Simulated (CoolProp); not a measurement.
Vapour-liquid equilibrium of R22 (1) + C3F8 (R218) (2) at 0.639 bar; x and y are mole fractions of (1).

Computed with CoolProp (multi-fluid Helmholtz-energy mixture model, Kamei 1995 and Lemmon 2006; pair parameters Bell 2016).

```csv
x,bubble temperature (°C),y at the bubble point,dew temperature at overall composition x (°C),liquid density (mol/L)
0.05,-49.3,0.172,-47.3,9.035
0.2,-54.2,0.435,-49.8,9.832
0.35,-55.9,0.535,-52.6,10.69
0.5,-56.4,0.577,-55.4,11.69
0.65,-56.4,0.601,-56.0,12.88
0.8,-56.0,0.644,-53.5,14.33
0.95,-53.1,0.823,-51.0,16.02
```

y crosses x between x = 0.5 and 0.65: the model has an azeotrope there.

Pair parameters are fitted to limited data, so mixtures are less certain than the pure fluids.
